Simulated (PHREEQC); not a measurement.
Solution (45 °C): 130 mmol/kgw CuCl2, 0.24 mmol/kgw FeSO4 and 2 mmol/kgw Na2SO4. Closed to the air; pH follows from the charge balance.

All values are PHREEQC results (ion-association model, phreeqc.dat), not measurements.

No solid was allowed to form.

Task: Order these Cl species by the share of Cl that they hold, largest first: CuCl2, Cl-, CuCl+.

Result: Cl- (84 %), CuCl+ (14 %), CuCl2 (1.7 %)

The pH is 4.01 and the ionic strength 0.312 mol/kgw. Away from 25 °C the constants follow the database's enthalpies or fits; those with neither stay at their 25 °C values.
